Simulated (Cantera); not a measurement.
## Equilibrium for tantalum, niobium, vanadium and zirconium in process gases: Zr + N2O + N2

Feed: 1 mol Zr, a varied amount of N2O, 34 mol N2, held at 1825 K and 1 atm.

Method: chemical equilibrium by Gibbs-energy minimisation in Cantera with the NASA 1993 tables (ideal gas, pure condensed phases). Candidate condensed phases: Zr, ZrN, ZrO2; 13 gas species. Mutual solubility and eutectic melting of coexisting phases are not modelled. ZrN: taken at fixed stoichiometry. Condensed phases not in the tables: solid solutions among these carbides, nitrides and lower oxides. Rates play no part.

From 0.16 mol N2O to 1.7 mol N2O the condensed part is ZrN(s) + ZrO2(tetragonal). From 2.5 mol N2O to 13 mol N2O the condensed part is ZrO2(tetragonal).

```tsv
n(N2O) (mol)	x N2	x O2	x NO	x O	x NO2	n ZrN(s)	n ZrO2(tetragonal)
0.16	1.00	<1e-12	1.01e-10	1.39e-12	<1e-12	0.920	0.0800
0.23	1.00	<1e-12	1.01e-10	1.39e-12	<1e-12	0.885	0.115
0.35	1.00	<1e-12	1.01e-10	1.39e-12	<1e-12	0.825	0.175
0.51	1.00	<1e-12	1.01e-10	1.39e-12	<1e-12	0.745	0.255
0.77	1.00	<1e-12	1.01e-10	1.39e-12	<1e-12	0.615	0.385
1.1	1.00	<1e-12	1.01e-10	1.39e-12	<1e-12	0.450	0.550
1.7	1.00	<1e-12	1.01e-10	1.39e-12	<1e-12	0.150	0.850
2.5	0.993	0.00635	0.000882	1.22e-5	3.70e-7	0	1.00
3.8	0.976	0.0224	0.00164	2.29e-5	1.29e-6	0	1.00
5.7	0.954	0.0434	0.00226	3.18e-5	2.48e-6	0	1.00
8.5	0.928	0.0696	0.00282	4.03e-5	3.92e-6	0	1.00
13	0.894	0.103	0.00337	4.90e-5	5.69e-6	0	1.00
```
x: gas mole fraction; n: condensed amount in mol.
